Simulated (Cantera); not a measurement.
An adiabatic, constant-pressure homogeneous reactor starts with CH4 : H2 : O2 : N2 = 1 : 0.26 : 4.73 : 17.8 (molar parts), equivalence ratio 0.45, at 1275 K and 14.0 bar. Integrator tolerance rtol = 1e-08.

Model: GRI-Mech 3.0 (53 species, 325 reactions), integrated in Cantera. The pressure lies above the range GRI-Mech 3.0 was tuned for (to about 10 atm).

**Question.** What does this change do: initial temperature 1275 to 1050 K?

**Answer.** 
| quantity | before | after |
|---|---|---|
| time of steepest temperature rise | 0.262 ms | 6.46 ms |
| temperature at 5.00 s | 2208 K | 2016 K |
| equilibrium temperature | 2208 K | 2016 K |
| x(CH4) at 5.00 s | <1e-12 (gas-phase equilibrium <1e-12) | <1e-12 (gas-phase equilibrium <1e-12) |
| x(H2) at 5.00 s | 9.39e-5 (gas-phase equilibrium 9.39e-5) | 2.54e-5 (gas-phase equilibrium 2.54e-5) |
| x(O2) at 5.00 s | 0.105 (gas-phase equilibrium 0.105) | 0.107 (gas-phase equilibrium 0.107) |
| x(O) at 5.00 s | 0.000248 (gas-phase equilibrium 0.000248) | 6.63e-5 (gas-phase equilibrium 6.63e-5) |
| x(C2H) at 5.00 s | <1e-12 (gas-phase equilibrium <1e-12) | <1e-12 (gas-phase equilibrium <1e-12) |
| x(CH2CO) at 5.00 s | <1e-12 (gas-phase equilibrium <1e-12) | <1e-12 (gas-phase equilibrium <1e-12) |
